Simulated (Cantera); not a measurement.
An isothermal, constant-pressure homogeneous reactor starts with 0.941 % CO, 1.07 % O2, 0.970 % H2O, 97.0 % N2, equivalence ratio 0.44, at 900 K and 1.30 bar.

Detailed kinetics in Cantera: GRI-Mech 3.0 (53 species, 325 reactions).

Problem. Predict: x(CO) at 60.0 s; x(O2) at 60.0 s; x(H2O) at 60.0 s; x(H) at 60.0 s.

Solution. 
```json
{
 "x(CO) at 60.0 s": "0.00286 (gas-phase equilibrium <1e-12)",
 "x(O2) at 60.0 s": "0.00742 (gas-phase equilibrium 0.00599)",
 "x(H2O) at 60.0 s": "0.00972 (gas-phase equilibrium 0.00975)",
 "x(H) at 60.0 s": "2.68e-9 (gas-phase equilibrium <1e-12)"
}
```
